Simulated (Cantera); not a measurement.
# Thermodynamics of silicon epitaxy and polysilicon growth, feed Si₂H₆ + HCl + N₂

Input: 1 mol Si₂H₆, a varied amount of HCl, 3.5 mol N₂, held at 1025 K and 225 Torr.

These are equilibrium values from Cantera (NASA tables, ideal gas, pure condensed phases), not measurements of a reactor. Candidate condensed phases: NH₄Cl, Si, Si₃N₄; 28 gas species. The feed counts by its element totals alone. N₂ is the only nitrogen source here; it is nearly inert below about 1500 K, so the nitride shown seldom forms there in practice. The tables' values for SiCl₃ are old estimates; treat these amounts as uncertain. The numbers say what is thermodynamically allowed, not how fast it happens.

```json
[
 {"n(HCl) (mol)": "0.037", "log p H₂": "-0.76", "log p N₂": "-0.90", "log p HCl": "-2.67", "log p SiCl₄": "-9.12", "n Si₃N₄(s)": "0.667"},
 {"n(HCl) (mol)": "0.06", "log p H₂": "-0.76", "log p N₂": "-0.91", "log p HCl": "-2.46", "log p SiCl₄": "-8.28", "n Si₃N₄(s)": "0.667"},
 {"n(HCl) (mol)": "0.096", "log p H₂": "-0.77", "log p N₂": "-0.91", "log p HCl": "-2.26", "log p SiCl₄": "-7.47", "n Si₃N₄(s)": "0.667"},
 {"n(HCl) (mol)": "0.16", "log p H₂": "-0.77", "log p N₂": "-0.91", "log p HCl": "-2.05", "log p SiCl₄": "-6.59", "n Si₃N₄(s)": "0.667"},
 {"n(HCl) (mol)": "0.25", "log p H₂": "-0.78", "log p N₂": "-0.92", "log p HCl": "-1.86", "log p SiCl₄": "-5.83", "n Si₃N₄(s)": "0.667"},
 {"n(HCl) (mol)": "0.4", "log p H₂": "-0.79", "log p N₂": "-0.93", "log p HCl": "-1.67", "log p SiCl₄": "-5.03", "n Si₃N₄(s)": "0.667"},
 {"n(HCl) (mol)": "0.65", "log p H₂": "-0.81", "log p N₂": "-0.95", "log p HCl": "-1.48", "log p SiCl₄": "-4.22", "n Si₃N₄(s)": "0.666"},
 {"n(HCl) (mol)": "1", "log p H₂": "-0.83", "log p N₂": "-0.98", "log p HCl": "-1.32", "log p SiCl₄": "-3.54", "n Si₃N₄(s)": "0.665"},
 {"n(HCl) (mol)": "1.7", "log p H₂": "-0.87", "log p N₂": "-1.02", "log p HCl": "-1.17", "log p SiCl₄": "-2.81", "n Si₃N₄(s)": "0.655"},
 {"n(HCl) (mol)": "2.7", "log p H₂": "-0.91", "log p N₂": "-1.06", "log p HCl": "-1.07", "log p SiCl₄": "-2.33", "n Si₃N₄(s)": "0.626"},
 {"n(HCl) (mol)": "4.4", "log p H₂": "-0.94", "log p N₂": "-1.12", "log p HCl": "-1.01", "log p SiCl₄": "-1.98", "n Si₃N₄(s)": "0.557"}
]
```
log p: log10 of the partial pressure in bar; n: condensed amount in mol.

From 0.037 mol HCl to 4.4 mol HCl the condensed part is Si₃N₄(s).
